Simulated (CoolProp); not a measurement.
Properties of carbonyl sulfide along the isobar 7.2 MPa (Tc = 105.6 °C, pc = 6.369 MPa, ω = 0.098).

Computed with CoolProp (reference Helmholtz-energy equation of state, Lemmon 2006). It is a short technical equation, of lower accuracy than the large ones.

```json
[
 {"T (°C)": "17.65", "phase": "liquid", "cv (kJ/(kg K))": "0.7062", "expansivity (1/kK)": "2.483", "fugacity coefficient": "0.1499"},
 {"T (°C)": "36.05", "phase": "liquid", "cv (kJ/(kg K))": "…", "expansivity (1/kK)": "2.908", "fugacity coefficient": "0.2216"},
 {"T (°C)": "54.35", "phase": "liquid", "cv (kJ/(kg K))": "0.7156", "expansivity (1/kK)": "…", "fugacity coefficient": "0.3082"},
 {"T (°C)": "72.65", "phase": "liquid", "cv (kJ/(kg K))": "0.7245", "expansivity (1/kK)": "4.746", "fugacity coefficient": "0.4076"},
 {"T (°C)": "91.05", "phase": "liquid", "cv (kJ/(kg K))": "0.7422", "expansivity (1/kK)": "7.637", "fugacity coefficient": "…"},
 {"T (°C)": "109.35", "phase": "supercritical", "cv (kJ/(kg K))": "0.8175", "expansivity (1/kK)": "38.65", "fugacity coefficient": "…"},
 {"T (°C)": "127.75", "phase": "supercritical", "cv (kJ/(kg K))": "…", "expansivity (1/kK)": "…", "fugacity coefficient": "0.6916"},
 {"T (°C)": "146.05", "phase": "supercritical", "cv (kJ/(kg K))": "0.7274", "expansivity (1/kK)": "9.003", "fugacity coefficient": "0.7356"},
 {"T (°C)": "164.35", "phase": "supercritical", "cv (kJ/(kg K))": "0.7135", "expansivity (1/kK)": "6.427", "fugacity coefficient": "0.7707"},
 {"T (°C)": "182.75", "phase": "supercritical", "cv (kJ/(kg K))": "0.7084", "expansivity (1/kK)": "5.107", "fugacity coefficient": "0.8000"},
 {"T (°C)": "201.05", "phase": "supercritical", "cv (kJ/(kg K))": "0.7073", "expansivity (1/kK)": "4.297", "fugacity coefficient": "0.8246"},
 {"T (°C)": "219.45", "phase": "supercritical", "cv (kJ/(kg K))": "0.7084", "expansivity (1/kK)": "3.738", "fugacity coefficient": "0.8457"}
]
```

Question: Some entries are withheld; supply them.

Answer: 
- 36.05, cv (kJ/(kg K)): 0.7099
- 54.35, expansivity (1/kK): 3.568
- 91.05, fugacity coefficient: 0.5159
- 109.35, fugacity coefficient: 0.6233
- 127.75, cv (kJ/(kg K)): 0.7673
- 127.75, expansivity (1/kK): 17.11
